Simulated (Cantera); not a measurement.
SiH₂Cl₂ + NH₃ + H₂ (silicon nitride deposition)

Charge: 1 mol SiH₂Cl₂, a varied amount of NH₃, 0.36 mol H₂, held at 1800 °C and 48.0 Pa.

Method: chemical equilibrium by Gibbs-energy minimisation in Cantera with the NASA 1993 tables (ideal gas, pure condensed phases). Candidate condensed phases: NH₄Cl, Si, Si₃N₄; 28 gas species. The tables' values for SiCl, SiN, SiCl₃ are old estimates; treat these amounts as uncertain. Gases not in the tables: Si₂H₆ and higher silanes. Rates play no part.

```tsv
n(NH₃) (mol)	x H₂	x N₂	x HCl	x SiCl₂	x Si	x H	x Cl	x SiCl
0.66	0.397	0.0749	0.198	0.107	0.103	0.0757	0.0278	0.0149
1.3	0.440	0.111	0.175	0.0669	0.0912	0.0797	0.0233	0.0111
2.7	0.495	0.151	0.139	0.0305	0.0734	0.0846	0.0176	0.00674
5.6	0.551	0.185	0.0979	0.00962	0.0522	0.0892	0.0117	0.00319
11	0.594	0.207	0.0622	0.00231	0.0335	0.0926	0.00716	0.00125
23	0.627	0.222	0.0337	0.000351	0.0183	0.0951	0.00378	0.000361
48	0.645	0.230	0.0171	4.45e-5	0.00930	0.0965	0.00189	9.16e-5
```
x: gas mole fraction; nothing condenses.

From 0.66 mol NH₃ to 48 mol NH₃ nothing is condensed. The main Si-bearing gas is SiCl₂ at 0.66 mol NH₃ and Si at 48 mol NH₃.
